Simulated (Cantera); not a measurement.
Feed: 1 mol SiC, 0.15 mol CO₂, 36 mol H₂, at 1.60e-6 bar.

Method: chemical equilibrium by Gibbs-energy minimisation in Cantera with the NASA 1993 tables (ideal gas, pure condensed phases). Candidate condensed phases: C, C₆H₆, C₇H₈, C₈H₁₈, H₂O, Si, SiC, SiO₂; 123 gas species. Equilibrium is a limit: real reactors are often held back by kinetics, nucleation or transport. All values below are at 1227 °C.

Base state: H₂ 0.977, H 0.0138, CO 0.00644, SiO 0.00177, Si 0.000567 (mole fractions); condensed: SiC(s).

Task: What changes in the equilibrium state with this change: pressure from 1.60e-6 bar to 1.00 bar?

Result: 
```csv
species,before,after
H₂,0.977,0.994
CO,0.00644,0.00493
CH₄,<1e-9,0.000921
H,0.0138,1.76e-5
SiO,0.00177,7.34e-5
Si,0.000567,<1e-9
H₂O,<1e-9,2.32e-5
"SiC(s), mol",0.915,0.938
"SiO₂(β-quartz), mol",0,0.0591
```
Mutual solubility and eutectic melting of coexisting phases are not modelled. The tables hold silica as quartz up to 1696 K and as liquid above; real silica turns to tridymite and cristobalite and melts near 1996 K.
